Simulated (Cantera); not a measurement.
# Thermodynamics of boron, boron nitride and boron oxide, feed B2H6 + H2O

Charge: 1 mol B2H6, a varied amount of H2O, held at 1950 °C and 1.00 bar.

Method: chemical equilibrium by Gibbs-energy minimisation in Cantera with the NASA 1993 tables (ideal gas, pure condensed phases). Candidate condensed phases: B, B2O3, B3O3H3, H2O; 23 gas species. The feed counts by its element totals alone. The tables' values for BH2 are old estimates; treat these amounts as uncertain. Gases not in the tables: B2H6 and higher boranes. Kinetics and transport are ignored.

```csv
n(H2O) (mol),x H2,x H2O,x HBO2,x HBO,x B2O2,x B2O3,x BO,n B(s)
0.34,0.908,8.03e-5,0.000537,0.0677,0.0102,0.000516,0.00543,1.66
0.45,0.888,9.49e-5,0.000776,0.0809,0.0149,0.000911,0.00656,1.55
0.61,0.864,0.000111,0.00111,0.0963,0.0217,0.00160,0.00791,1.40
0.82,0.837,0.000127,0.00153,0.112,0.0301,0.00263,0.00933,1.19
1.1,0.808,0.000142,0.00201,0.127,0.0403,0.00407,0.0108,0.922
1.5,0.776,0.000156,0.00257,0.142,0.0528,0.00609,0.0123,0.539
2,0.747,0.000167,0.00312,0.155,0.0653,0.00839,0.0137,0.0614
2.7,0.774,0.00393,0.0403,0.0885,0.0204,0.0595,0.00769,0
3.6,0.753,0.0363,0.118,0.0273,0.00199,0.0551,0.00240,0
4.8,0.667,0.129,0.159,0.00917,0.000254,0.0282,0.000857,0
6.5,0.564,0.255,0.157,0.00387,5.37e-5,0.0139,0.000394,0
```
x: gas mole fraction; n: condensed amount in mol.

From 0.34 mol H2O to 2 mol H2O the condensed part is B(s). From 2.7 mol H2O to 6.5 mol H2O nothing is condensed. The main B-bearing gas is HBO at 0.34 mol H2O and HBO2 at 6.5 mol H2O.
